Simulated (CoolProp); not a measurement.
R245fa at 267.13 K and 1.2 MPa is throttled through a valve to 0.633 MPa with no heat exchange. Each further row changes one setting.

Computed with CoolProp (reference Helmholtz-energy equation of state, Akasaka 2015).

```csv
case,temperature change (K)
as stated,+0.2
outlet pressure 0.19 MPa,+0.3
outlet pressure 0.823 MPa,+0.1
```
